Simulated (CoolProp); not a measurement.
Vapour-liquid equilibrium of dimethyl ether (1) + n-butane (2) at 224.7 K; x and y are mole fractions of (1).

The numbers come from the multi-fluid Helmholtz-energy mixture model, Wu 2011 and Bücker 2006; pair parameters Bell 2016 in CoolProp.

### Question
Give the bubble pressure and the first vapour's composition at x = 0.65, 0.8, 0.95. Is there an azeotrope?

### Answer
x = 0.65: 28.05 kPa, y = 0.820; x = 0.8: 29.89 kPa, y = 0.884; x = 0.95: 31.44 kPa, y = 0.965. No azeotrope shows between x = 0.05 and 0.95.

Pair parameters are fitted to limited data, so mixtures are less certain than the pure fluids.
